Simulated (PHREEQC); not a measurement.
Leach liquor (model solution)

A solution holds 3.7 mmol/kgw HCl, 110 mmol/kgw LiCl and 1.8 mmol/kgw Na2SO4, at 25 °C and 10 atm. Closed to the air; pH follows from the charge balance.

Computed with PHREEQC (Pitzer model, pitzer.dat).

Each row changes one thing in this solution. Precipitation was switched off in this run.

```tsv
case	pH	SO4-2 (mol/kgw)	SI of Halite (NaCl)	SI of Mirabilite (Na2SO4:10H2O)
as made	2.54	0.00162	-5.19	-7.20
0.0092 mol/kgw Ca(OH)2 added	11.99	0.00180	-5.21	-7.24
LiCl from 0.11 to 0.121 mol/kgw	2.54	0.00162	-5.16	-7.22
LiCl left out	2.51	0.00148	-6.54	-6.74
```
